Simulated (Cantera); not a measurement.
Charge: 1 mol Cr, 2.4 mol NH₃, 0.38 mol N₂, held at 1575 K and 37.5 Torr.

Method: chemical equilibrium by Gibbs-energy minimisation in Cantera with the NASA 1993 tables (ideal gas, pure condensed phases). Candidate condensed phases: Cr, CrN, Cr₂N; 11 gas species. Rates play no part.

Base state: H₂ 0.695, N₂ 0.305, H 0.000155, Cr 4.88e-5 (mole fractions); condensed: Cr(s).

Problem. What changes in the equilibrium state with this change: 0.74 mol O₂ added?

Solution. 
| species | before | after |
|---|---|---|
| H₂ | 0.695 | 0.693 |
| N₂ | 0.305 | 0.305 |
| H₂O | 0 | 0.00138 |
| H | 0.000155 | 0.000155 |
| Cr | 4.88e-5 | 4.88e-5 |
| Cr(s), mol | 1.000 | 0.0178 |
| Cr₂O₃(s), mol | 0 | 0.491 |
Mutual solubility and eutectic melting of coexisting phases are not modelled. Further candidate phases: Cr₂O₃, H₂O.

Problem. What changes in the equilibrium state with this change: temperature from 1575 K to 1050 K?

Solution. 
```
species        before    after
-----------  --------  -------
H₂              0.695    0.769
N₂              0.305    0.231
H            0.000155  3.18e-8
Cr            4.88e-5    <1e-9
Cr(s), mol      1.000        0
CrN(s), mol         0     1.00
```
